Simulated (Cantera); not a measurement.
A closed system holds: 1 mol V2O3, 73 mol H2, 4.5 mol N2, held at 1000 °C.

These are equilibrium values from Cantera (NASA tables, ideal gas, pure condensed phases), not measurements of a reactor. Candidate condensed phases: H2O, V, VN, VO, V2O3, V2O4, V2O5; 28 gas species. Mutual solubility and eutectic melting of coexisting phases are not modelled. VN, VO: taken at fixed stoichiometry. Condensed phases not in the tables: the oxides between V2O3 and V2O5 other than VO2, solid solutions among these carbides, nitrides and lower oxides, V2N. Equilibrium is a limit: real reactors are often held back by kinetics, nucleation or transport.

x: gas mole fraction; n: condensed amount in mol.

```
P (Pa)    x H2    x N2     x H2O     x NH3  n VO(s)  n V2O3(s)  n VN(s)
-------  -----  ------  --------  --------  -------  ---------  -------
10       0.941  0.0581  0.000774   3.05e-9    0.120      0.940        0
36       0.941  0.0581  0.000774   1.10e-8    0.120      0.940        0
130      0.941  0.0581  0.000774   3.96e-8    0.120      0.940        0
460      0.941  0.0581  0.000774   1.40e-7    0.120      0.940        0
1700     0.941  0.0578  0.000921   5.17e-7        0      0.976   0.0476
6000     0.941  0.0576   0.00140   1.82e-6        0      0.964   0.0723
22000    0.940  0.0574         …         …        0      0.944        …
77000    0.940  0.0570         …         …        0      0.916        …
280000   0.938  0.0565   0.00500   8.38e-5        0      0.871    0.258
1000000  0.937  0.0556   0.00758  0.000296        0      0.805    0.391
```

### Question
What belongs in the gaps?

### Answer

- 77000, x H2O: 0.00326
- 77000, x NH3: 2.32e-5
- 77000, n VN(s): 0.168
- 22000, x H2O: 0.00216
- 22000, x NH3: 6.66e-6
- 22000, n VN(s): 0.111
